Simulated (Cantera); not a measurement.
A freely propagating, adiabatic, planar premixed flame of 8.00 % CO, 1.44 % H2, 8.80 % CH4, 17.2 % O2, 64.6 % N2, equivalence ratio 1.3, unburnt at 398 K and 2.90 bar; mixture-averaged transport, grid criteria slope 0.08 and curve 0.16, no radiation.

Computed with Cantera and GRI-Mech 3.0 (53 species, 325 reactions). Burning velocities carry a grid error of a few per cent, more on coarse grids.

**Question.** Predict: laminar burning velocity; thermal thickness; peak x(CH2CO); peak x(OH).

**Answer.** laminar burning velocity: 49.7 cm/s
thermal thickness: 0.157 mm
peak x(CH2CO): 0.000145
peak x(OH): 0.00487
